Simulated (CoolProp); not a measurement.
Vapour-liquid equilibrium of n-hexane (1) + p-xylene (2) at 85.7 kPa; x and y are mole fractions of (1).

The numbers come from the multi-fluid Helmholtz-energy mixture model, Thol 2019 and Zhou 2012; pair parameters Bell 2016 in CoolProp.

| x | bubble temperature, mixture model (°C) | bubble temperature, Raoult's law (°C) | y, mixture model | y, Raoult's law |
|---|---|---|---|---|
| 0.05 | 122.0 | 123.7 | 0.281 | 0.254 |
| 0.15 | 106.8 | 110.2 | 0.588 | 0.556 |
| 0.25 | 96.4 | 100.0 | 0.737 | 0.719 |
| 0.35 | 88.8 | 92.0 | 0.821 | 0.815 |
| 0.45 | 83.0 | 85.5 | [?] | 0.876 |
| 0.55 | 78.3 | 80.1 | [?] | 0.918 |
| 0.65 | 74.4 | 75.5 | 0.938 | 0.946 |
| 0.75 | [?] | 71.5 | [?] | 0.967 |
| 0.85 | [?] | 68.0 | 0.977 | 0.983 |
| 0.95 | 64.9 | 64.9 | 0.993 | 0.995 |

**Question.** Complete the blanks.

**Answer.** 
- 0.45, y, mixture model: 0.874
- 0.55, y, mixture model: 0.911
- 0.75, bubble temperature, mixture model (°C): 70.9
- 0.75, y, mixture model: 0.959
- 0.85, bubble temperature, mixture model (°C): 67.8

The largest gap from Raoult's law is -3.6 K in bubble temperature, at x = 0.25. No azeotrope shows between x = 0.05 and 0.95.

Pair parameters are fitted to limited data, so mixtures are less certain than the pure fluids.
